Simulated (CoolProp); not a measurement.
Saturation properties of toluene (Tc = 318.6 °C, pc = 4126 kPa, ω = 0.266).

Computed with CoolProp (reference Helmholtz-energy equation of state, Lemmon 2006). It is a short technical equation, of lower accuracy than the large ones.

```csv
T (°C),p (kPa),liquid density (kg/m³),liquid viscosity (µPa s),vapour viscosity (µPa s),liquid conductivity (mW/(m K))
60.75,19.10,828.4,377,7.74,120
74.75,32.32,814.9,332,8.04,117
88.75,52.13,801.2,295,8.34,113
102.75,80.65,787.1,264,8.63,109
116.75,120.3,772.8,238,8.93,106
130.75,173.8,758.0,215,9.23,102
144.75,244.0,742.8,196,9.53,99.0
158.75,334.3,727.0,179,9.83,95.9
172.75,448.0,710.6,164,10.1,92.9
186.75,588.6,693.4,150,10.5,90.2
200.75,760.2,675.3,137,10.8,87.6
214.75,966.6,656.0,126,11.2,85.2
```

It boils at 110.6 °C under 1 atm.

Viscosity comes from a separate model (Avgeri 2015). Thermal conductivity comes from a separate model (Assael 2012).
